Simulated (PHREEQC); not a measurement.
A PHREEQC speciation (ion-association model, wateq4f.dat) at 25 °C gives pH 6.08 and these molalities:

```
species      mol/kgw
----------  --------
Cl-            0.181
K+            0.0921
Mn+2          0.0760
SO4-2         0.0634
MnSO4         0.0403
Ni+2          0.0276
NiSO4         0.0183
MnCl+         0.0134
KSO4-        0.00795
NiCl+        0.00318
NiCl2       0.000884
MnCl2       0.000416
Ni(SO4)2-2   5.04e-5
MnCl3-       2.19e-5
```

Q: What are the element totals, and what could have been dissolved in 1 kg of water to give them?

A: Several could match; the one computed here: totals Cl 0.200, K 0.100, Mn(2) 0.130, Ni 0.0500, S(6) 0.130 mol/kgw, from 50 mmol/kgw NiCl2, 100 mmol/kgw KCl and 130 mmol/kgw MnSO4.

Precipitation was switched off in this run.
